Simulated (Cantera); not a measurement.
Charge: 1 mol C6H6, 0.015 mol NH3, 1.3 mol H2, equilibrated at 2.60 mbar.

Equilibrium computed with Cantera from the NASA thermochemical tables; the gas is ideal and each condensed phase is pure. Candidate condensed phases: C, C6H6, C7H8, C8H18; 92 gas species. The numbers say what is thermodynamically allowed, not how fast it happens. All values below are at 2398 K.

Base state: H2 0.729, H 0.264, C2H2 (acetylene) 0.00503, HCN 0.00129, N2 0.000778, HNC 0.000134, C2H 0.000104, C3 3.65e-5 (mole fractions); condensed: C(graphite).

**Question.** What changes in the equilibrium state with this change: NH3 from 0.015 to 0.16 mol?

**Answer.** 
```tsv
species	before	after
H2	0.729	0.716
H	0.264	0.261
N2	0.000778	0.0122
HCN	0.00129	0.00507
CN	2.33e-5	9.23e-5
HNC	0.000134	0.000525
C(graphite), mol	5.94	5.92
```
